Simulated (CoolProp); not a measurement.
n-perfluorobutane along the isobar 0.101 MPa: fugacity coefficient from the reference equation and from simpler models built on Tc = 113.2 °C, pc = 2.322 MPa, ω = 0.372; each cubic takes its own stable root.

Model: reference Helmholtz-energy equation of state, Gao 2022, in CoolProp.

| T (°C) | phase | reference |
|---|---|---|
| -93.95 | liquid | 0.001967 |
| -74.35 | liquid | 0.01375 |
| -54.65 | liquid | 0.06298 |
| -35.05 | liquid | 0.2092 |
| -15.35 | liquid | 0.5520 |
| 4.35 | gas | 0.9580 |
| 23.95 | gas | 0.9664 |
| 43.65 | gas | 0.9728 |
| 63.35 | gas | 0.9777 |
| 82.95 | gas | 0.9816 |
| 102.65 | gas | 0.9847 |

Task: How far does each simpler model (van der Waals, Redlich-Kwong, Soave-Redlich-Kwong, Peng-Robinson) lie from the reference over these 11 states: mean and median of the absolute difference, and the worst?

Result: 
- van der Waals: mean 2351.6 %, median 1.5 %, worst +18725.6 % at -93.95 °C and 0.101 MPa
- Redlich-Kwong: mean 162.6 %, median 0.5 %, worst +782.1 % at -93.95 °C and 0.101 MPa
- Soave-Redlich-Kwong: mean 2.1 %, median 0.1 %, worst +13.8 % at -93.95 °C and 0.101 MPa
- Peng-Robinson: mean 5.2 %, median 0.4 %, worst +29.9 % at -93.95 °C and 0.101 MPa

At some of these states van der Waals, Redlich-Kwong gives the other phase, because its saturation line lies elsewhere.
